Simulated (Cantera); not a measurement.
A closed system holds: 1 mol (CH3)2SiCl2, 0.0078 mol C2H2, a varied amount of H2, held at 1802 °C and 0.110 bar.

These are equilibrium values from Cantera (NASA tables, ideal gas, pure condensed phases), not measurements of a reactor. Candidate condensed phases: C, C6H6, C7H8, C8H18, Si, SiC; 109 gas species. The feed counts by its element totals alone. Gases not in the tables: Si2H6 and higher silanes. Rates play no part.

Task: At 190 mol H2, list the 4 most abundant gas species with their mole fractions, and the condensed phases.

Result: H2 0.980, HCl 0.0102, H 0.00795, C2H2 (acetylene) 0.00122. Condensed: C(graphite) + SiC(s).
